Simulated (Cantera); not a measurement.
Cantera run, input and output.

```python
import numpy as np
import cantera as ct

gas = ct.Solution("gri30.yaml")
gas.TPX = 1800, 1500, {'NO': 1, 'N2': 0.26, 'H2O': 0.0095}
inlet = ct.Reservoir(gas, clone=True)

reactor = ct.IdealGasConstPressureReactor(gas, energy="off", clone=False)
exhaust = ct.Reservoir(gas, clone=True)
tau = [14, 5.7, 2.3, 0.9, 0.36, 0.14, 0.057, 0.023, 0.009, 0.0036][0]
for a, b in ((inlet, reactor), (reactor, exhaust)):
    ct.MassFlowController(a, b, mdot=lambda t: reactor.mass / tau)
net = ct.ReactorNet([reactor])
show = ['NO', 'NO2', 'N2', 'N2O', 'O2']

rows = []
print(f"{'tau/s':>10s}{'T/K':>9s}" + "".join(f"{s:>11s}" for s in show))
for tau in [14, 5.7, 2.3, 0.9, 0.36, 0.14, 0.057, 0.023, 0.009, 0.0036]:
    net.initial_time = 0.0
    net.advance(30 * tau)
    before = gas.X
    net.advance(40 * tau)
    drift = np.max(np.abs(gas.X - before) / (gas.X + 1e-9))
    rows.append([gas.T, *gas[show].X, drift])
    print(f"{tau:10.3e}{gas.T:9.1f}" + "".join(f"{x:11.3e}" for x in gas[show].X))
```

Result:

```
     tau/s      T/K         NO        NO2         N2        N2O         O2
 1.400e+01   1800.0  7.033e-01  8.776e-05  2.468e-01  1.171e-04  4.181e-02
 5.700e+00   1800.0  7.530e-01  5.719e-05  2.219e-01  1.306e-04  1.704e-02
 2.300e+00   1800.0  7.739e-01  3.513e-05  2.115e-01  1.269e-04  6.699e-03
 9.000e-01   1800.0  7.823e-01  2.154e-05  2.073e-01  1.143e-04  2.546e-03
 3.600e-01   1800.0  7.855e-01  1.477e-05  2.057e-01  1.017e-04  9.839e-04
 1.400e-01   1800.0  7.869e-01  1.281e-05  2.051e-01  9.046e-05  3.506e-04
 5.700e-02   1800.0  7.874e-01  1.486e-05  2.049e-01  6.974e-05  1.098e-04
 2.300e-02   1800.0  7.876e-01  1.548e-05  2.048e-01  3.969e-05  2.219e-05
 9.000e-03   1800.0  7.877e-01  6.645e-06  2.048e-01  1.786e-05  2.140e-06
 3.600e-03   1800.0  7.877e-01  1.229e-06  2.048e-01  7.511e-06  2.035e-07
```

Detailed kinetics in Cantera: GRI-Mech 3.0 (53 species, 325 reactions). Radical loss at walls, strong at low pressure, is not modelled.
